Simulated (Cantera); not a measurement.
Input: 1 mol SiH4, 0.014 mol Cl2, 16 mol N2, held at 752 °C and 0.230 bar.

These are equilibrium values from Cantera (NASA tables, ideal gas, pure condensed phases), not measurements of a reactor. Candidate condensed phases: NH4Cl, Si, Si3N4; 28 gas species. N2 is the only nitrogen source here; it is nearly inert below about 1500 K, so the nitride shown seldom forms there in practice. Equilibrium is a limit: real reactors are often held back by kinetics, nucleation or transport.

Base state: N2 0.884, H2 0.114, HCl 0.00161 (mole fractions); condensed: Si3N4(s).

Task: What changes in the equilibrium state with this change: SiH4 replaced by Si2H6?

Result: 
```json
[
 {"species": "N2", "before": "0.884", "after": "0.830"},
 {"species": "H2", "before": "0.114", "after": "0.169"},
 {"species": "HCl", "before": "0.00161", "after": "0.00158"},
 {"species": "Si3N4(s), mol", "before": "0.333", "after": "0.667"}
]
```
The feed counts by its element totals alone.

Task: What changes in the equilibrium state with this change: Cl2 from 0.014 to 0.09 mol?

Result: 
| species | before | after |
|---|---|---|
| N2 | 0.884 | 0.880 |
| H2 | 0.114 | 0.110 |
| HCl | 0.00161 | 0.0103 |
| Si3N4(s), mol | 0.333 | 0.333 |
